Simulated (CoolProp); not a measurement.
Properties of CH3F (R41) at several states (Tc = 317.3 K, pc = 5.906 MPa, ω = 0.200).

Computed with CoolProp (reference Helmholtz-energy equation of state, Lemmon 2006). It is a short technical equation, of lower accuracy than the large ones.

```tsv
T (K)	p (MPa)	phase	Z	cv (kJ/(kg K))	Joule-Thomson coefficient (K/MPa)	expansivity (1/kK)	fugacity coefficient
410.8	1.98	gas	0.9443	1.106	7.141	2.952	0.9458
224.9	0.0584	gas	0.9869	0.7956	45.68	4.678	0.9870
293.5	0.0128	gas	0.9989	0.8499	18.95	3.420	0.9989
140.3	3.75	liquid	0.1105	1.456	-0.3594	1.831	0.0003844
343.1	0.151	gas	0.9922	0.9418	12.06	2.991	0.9922
```
